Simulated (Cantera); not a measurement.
A freely propagating, adiabatic, planar premixed flame of 39.0 % H2, 13.0 % O2, 48.0 % N2, unburnt at 525 K and 0.987 atm; multicomponent transport, grid criteria slope 0.08 and curve 0.16, no radiation.

Computed with Cantera and the H2/O2 subset of GRI-Mech 3.0, which has no nitrogen chemistry. Burning velocities carry a grid error of a few per cent, more on coarse grids.

x: mole fraction of selected species; z is measured from the peak of heat release.

```json
[
 {"z (mm)": "-1.28", "T (K)": "525", "u (m/s)": "7.11", "x H2": "0.390", "x O2": "0.130", "x HO2": "<1e-8", "x H2O": "<1e-8", "x H2O2": "<1e-8", "x OH": "<1e-8"},
 {"z (mm)": "-0.856", "T (K)": "525", "u (m/s)": "7.11", "x H2": "0.390", "x O2": "0.130", "x HO2": "<1e-8", "x H2O": "<1e-8", "x H2O2": "<1e-8", "x OH": "<1e-8"},
 {"z (mm)": "-0.642", "T (K)": "525", "u (m/s)": "7.11", "x H2": "0.390", "x O2": "0.130", "x HO2": "<1e-8", "x H2O": "<1e-8", "x H2O2": "<1e-8", "x OH": "<1e-8"},
 {"z (mm)": "-0.428", "T (K)": "525", "u (m/s)": "7.11", "x H2": "0.390", "x O2": "0.130", "x HO2": "1.47e-7", "x H2O": "5.16e-8", "x H2O2": "<1e-8", "x OH": "<1e-8"},
 {"z (mm)": "-0.214", "T (K)": "540", "u (m/s)": "7.29", "x H2": "0.388", "x O2": "0.130", "x HO2": "0.000229", "x H2O": "0.000519", "x H2O2": "?", "x OH": "4.64e-5"},
 {"z (mm)": "-0.107", "T (K)": "778", "u (m/s)": "10.3", "x H2": "0.357", "x O2": "0.123", "x HO2": "0.000202", "x H2O": "0.0201", "x H2O2": "?", "x OH": "0.000845"},
 {"z (mm)": "0", "T (K)": "1233", "u (m/s)": "15.8", "x H2": "0.243", "x O2": "0.0820", "x HO2": "7.73e-5", "x H2O": "0.111", "x H2O2": "?", "x OH": "0.00308"},
 {"z (mm)": "0.107", "T (K)": "1542", "u (m/s)": "19.4", "x H2": "0.141", "x O2": "0.0241", "x HO2": "2.15e-5", "x H2O": "0.219", "x H2O2": "?", "x OH": "0.00742"},
 {"z (mm)": "0.214", "T (K)": "1678", "u (m/s)": "21.0", "x H2": "0.120", "x O2": "0.00853", "x HO2": "7.21e-6", "x H2O": "0.250", "x H2O2": "?", "x OH": "0.00938"},
 {"z (mm)": "0.428", "T (K)": "1815", "u (m/s)": "22.5", "x H2": "0.122", "x O2": "0.00480", "x HO2": "3.73e-6", "x H2O": "0.259", "x H2O2": "?", "x OH": "0.0107"},
 {"z (mm)": "0.856", "T (K)": "1958", "u (m/s)": "24.0", "x H2": "0.128", "x O2": "0.00337", "x HO2": "2.42e-6", "x H2O": "0.266", "x H2O2": "?", "x OH": "0.0111"},
 {"z (mm)": "1.71", "T (K)": "2097", "u (m/s)": "25.4", "x H2": "0.133", "x O2": "0.00209", "x HO2": "1.46e-6", "x H2O": "0.274", "x H2O2": "?", "x OH": "0.0103"},
 {"z (mm)": "3.42", "T (K)": "2216", "u (m/s)": "26.6", "x H2": "0.138", "x O2": "0.00112", "x HO2": "8.13e-7", "x H2O": "0.281", "x H2O2": "?", "x OH": "0.00860"}
]
```

**Question.** What belongs in the gaps?

**Answer.** 
- -0.214, x H2O2: 4.07e-6
- -0.107, x H2O2: 2.10e-5
- 0, x H2O2: 3.40e-6
- 0.107, x H2O2: 1.94e-6
- 0.214, x H2O2: 1.25e-6
- 0.428, x H2O2: 7.18e-7
- 0.856, x H2O2: 3.83e-7
- 1.71, x H2O2: 2.05e-7
- 3.42, x H2O2: 1.15e-7
